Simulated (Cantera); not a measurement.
A perfectly stirred reactor is fed with 1.32 % CH4, 1.98 % C2H6, 1.25 % C3H8, 20.1 % O2, 75.4 % N2, equivalence ratio 0.79, at 0.987 atm; it is adiabatic with a 350 K inlet, and is followed from long to short residence time, starting on the burning branch (τ in s: 0.048, 0.015, 0.0046, 0.0014, 0.00044, 0.00014, 4.3e-05, 1.3e-05, 4.1e-06).

Computed with Cantera and GRI-Mech 3.0 (53 species, 325 reactions). GRI-Mech 3.0 was tuned for natural gas; its chemistry of propane as a main component is partial and can be far from experiment.

One state of this run: T (K) = 2010; x CH4 = 3.42e-6; x C2H6 = 9.78e-7; x C3H8 = 6.15e-7; x CH2O = 1.94e-6; x O = 0.000944; x NO2 = 7.30e-8; x CH3 = 3.21e-6. x: mole fraction; the columns are a selection and need not sum to one.

Which value of τ (s) does it belong to?
A. 0.0014
B. 0.015
C. 0.048
D. 0.0046

B, 0.015
